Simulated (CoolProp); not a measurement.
Vapour-liquid equilibrium of p-xylene (1) + n-decane (2) at 0.000604 MPa; x and y are mole fractions of (1).

Model: multi-fluid Helmholtz-energy mixture model, Zhou 2012 and Lemmon 2006; pair parameters Bell 2016, in CoolProp.

Task: Give the bubble temperature and the first vapour's composition at x = 0.05, 0.55, 0.85. Is there an azeotrope?

Result: x = 0.05: 312.6 K, y = 0.258; x = 0.55: 294.1 K, y = 0.890; x = 0.85: 289.1 K, y = 0.972. No azeotrope shows between x = 0.05 and 0.95.

The pair parameters rest on a limited set of measurements; away from them the model extrapolates.
